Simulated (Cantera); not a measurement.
Cantera run:

```python
import numpy as np
import cantera as ct

gas_names = """
    N B2O3 N2O
""".split()
cond_names = """
    BN(s)
""".split()


# ... load() reads the species with a 1 bar reference pressure and builds the phases ...
species = {s.name: s for s in load("nasa_gas.yaml", gas_names) + load("nasa_condensed.yaml", cond_names)}
# Each term lists the table entries of one substance; the one whose range holds T is used.
reactions = {
    '8 N(g) + B2O3(g) = 3 N2O(g) + 2 BN':
        [(-8, ['N']), (-1, ['B2O3']), (3, ['N2O']), (2, ['BN(s)'])],
}


def pick(names, T):
    return next(species[n] for n in names if species[n].thermo.min_temp <= T <= species[n].thermo.max_temp)


results = []
for label, terms in reactions.items():
    print(label)
    print("     T/K   dH/kJ  dS/(J/K)   dG/kJ   log10 K")
    for T in [523, 623, 723, 823, 923, 1023]:
        used = [(nu, pick(names, T)) for nu, names in terms]
        dH = sum(nu * s.thermo.h(T) for nu, s in used) / 1e6
        dS = sum(nu * s.thermo.s(T) for nu, s in used) / 1e3
        dG = dH - T * dS / 1e3
        logK = -dG * 1e6 / (ct.gas_constant * T * np.log(10))
        results.append((label, T, dH, dS, dG, logK, [s.name for _, s in used]))
        print(f"{T:8g} {dH:8.1f} {dS:8.1f} {dG:8.1f} {logK:8.2f}")
```

It prints:

```
8 N(g) + B2O3(g) = 3 N2O(g) + 2 BN
     T/K   dH/kJ  dS/(J/K)   dG/kJ   log10 K
     523  -3215.8   -854.9  -2768.7   276.52
     623  -3219.7   -861.6  -2682.9   224.94
     723  -3222.5   -865.9  -2596.5   187.58
     823  -3224.6   -868.6  -2509.8   159.29
     923  -3226.1   -870.3  -2422.8   137.11
    1023  -3227.0   -871.3  -2335.7   119.26
```

Standard-state values (1 bar) from the NASA 1993 polynomials, evaluated with Cantera. Condensed species are held in their standard states even where they would react or evaporate.
